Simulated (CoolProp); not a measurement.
Model: reference Helmholtz-energy equation of state, Lemmon 2005, in CoolProp. It is a short technical equation, of lower accuracy than the large ones.

Give the vapour pressure (kPa), vapour density (kg/m³), liquid cp (kJ/(kg K)), surface tension (mN/m) of saturated trans-2-butene at 45.95 °C.


```json
[
 {"T (°C)": "45.95", "p (kPa)": "432", "vapour density (kg/m³)": "10.3", "liquid cp (kJ/(kg K))": "2.44", "surface tension (mN/m)": "10.6"}
]
```

Surface tension comes from a separate correlation (Mulero 2014).
